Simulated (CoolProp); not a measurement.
Model: reference Helmholtz-energy equation of state, Lemmon 2013, in CoolProp.

**Question.** For propylene, give the phase and the density (kg/m³), cv (kJ/(kg K)), Joule-Thomson coefficient (K/MPa), isothermal compressibility (1/MPa) at -52.45 °C and 1140 kPa; -52.45 °C and 1460 kPa; -52.45 °C and 1790 kPa.

**Answer.** 
- -52.45 °C and 1140 kPa: liquid; density 617, cv 1.36, Joule-Thomson coefficient -0.423, isothermal compressibility 0.00172
- -52.45 °C and 1460 kPa: liquid; density 617, cv 1.36, Joule-Thomson coefficient -0.424, isothermal compressibility 0.00171
- -52.45 °C and 1790 kPa: liquid; density 618, cv 1.36, Joule-Thomson coefficient -0.425, isothermal compressibility 0.00170
